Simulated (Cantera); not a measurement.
A perfectly stirred reactor is fed with 1.32 % CH4, 0.383 % C2H6, 0.674 % C3H8, 12.0 % O2, 85.6 % N2, equivalence ratio 0.61, at 5.50 bar; it is adiabatic with a 750 K inlet, and is followed from long to short residence time, starting on the burning branch (τ in s: 0.23, 0.088, 0.034, 0.013, 0.0051, 0.002, 0.00077, 0.0003, 0.00012, 4.5e-05).

Model: GRI-Mech 3.0 (53 species, 325 reactions), integrated in Cantera. GRI-Mech 3.0 was tuned for natural gas; its chemistry of propane as a main component is partial and can be far from experiment.

**Question.** Predict: blow-out, bracketed by the residence times tried; x(CH4) at τ = 0.230 s; x(C2H6) at τ = 0.230 s; x(C3H8) at τ = 0.230 s; x(HCO) at τ = 0.230 s; x(CH3) at τ = 0.230 s; x(CH4) at τ = 2.00 ms; x(C2H6) at τ = 2.00 ms; x(C3H8) at τ = 2.00 ms; x(HCO) at τ = 2.00 ms; x(CH3) at τ = 2.00 ms.

**Answer.** 
```json
{
 "blow_out_bracketed_by_the_residence_times_tried": "burning at 0.770 ms, out at 0.300 ms",
 "x(CH4) at τ = 0.230 s": "2.28e-6",
 "x(C2H6) at τ = 0.230 s": "1.50e-7",
 "x(C3H8) at τ = 0.230 s": "2.70e-7",
 "x(HCO) at τ = 0.230 s": "1.19e-9",
 "x(CH3) at τ = 0.230 s": "5.14e-7",
 "x(CH4) at τ = 2.00 ms": "6.02e-5",
 "x(C2H6) at τ = 2.00 ms": "4.41e-6",
 "x(C3H8) at τ = 2.00 ms": "8.09e-6",
 "x(HCO) at τ = 2.00 ms": "1.61e-7",
 "x(CH3) at τ = 2.00 ms": "1.23e-5"
}
```
